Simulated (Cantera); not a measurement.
Cantera with NASA thermochemical tables; ideal gases at 1 bar, condensed phases pure. Values are per mole of reaction as written; species without (g) are pure solids or liquids, kept so even where they would boil at 1 bar.

Problem. Between 300 and 1473 K, where is each reaction favourable under standard conditions?
- C + 2 Na2S ⇌ 4 Na(g) + CS2(g)
- C + 2 Na2S ⇌ 4 Na + CS2(g)

Solution. 
- C + 2 Na2S ⇌ 4 Na(g) + CS2(g): ΔG° is 1082 kJ at 300 K and 384 kJ at 1473 K; it stays positive (K < 1). ΔH° is 1129 kJ and ΔS° 506 J/K at 1473 K.
- C + 2 Na2S ⇌ 4 Na + CS2(g): ΔG° is 776 kJ at 300 K and 484 kJ at 1473 K; it stays positive (K < 1). ΔH° is 752 kJ and ΔS° 182 J/K at 1473 K.
